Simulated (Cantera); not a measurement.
**Sublimation and decomposition of ceramics: BN + N2**

A closed system holds: 1 mol BN, 0.42 mol N2, held at 670 Pa.

Method: chemical equilibrium by Gibbs-energy minimisation in Cantera with the NASA 1993 tables (ideal gas, pure condensed phases). Candidate condensed phases: B, BN; 5 gas species. The numbers say what is thermodynamically allowed, not how fast it happens.

```csv
T (K),x N2,x B,x BN,x B2,x N,n BN(s),n B(l)
1498,1.00,<1e-12,<1e-12,<1e-12,<1e-12,1.00,0
1648,1.00,8.66e-11,2.37e-11,<1e-12,2.33e-11,1.00,0
1798,1.00,1.16e-8,1.88e-9,<1e-12,4.31e-10,1.00,0
1948,1.000,7.28e-7,7.51e-8,<1e-12,5.10e-9,1.00,0
2098,1.000,2.50e-5,1.76e-6,1.40e-10,4.25e-8,1.000,0
2248,0.999,0.000534,2.69e-5,2.06e-8,2.67e-7,1.000,0
2398,0.995,0.00466,0.000175,5.86e-7,1.33e-6,0,0.996
2548,0.979,0.0203,0.000583,4.65e-6,5.47e-6,0,0.980
2698,0.923,0.0749,0.00166,2.91e-5,1.88e-5,0,0.924
2848,0.756,0.240,0.00391,0.000148,5.27e-5,0,0.704
2998,0.478,0.516,0.00556,0.000368,0.000116,0,0
```
x: gas mole fraction; n: condensed amount in mol.

From 1498 K to 2248 K the condensed part is BN(s). From 2398 K to 2848 K the condensed part is B(l). At 2998 K nothing is condensed.
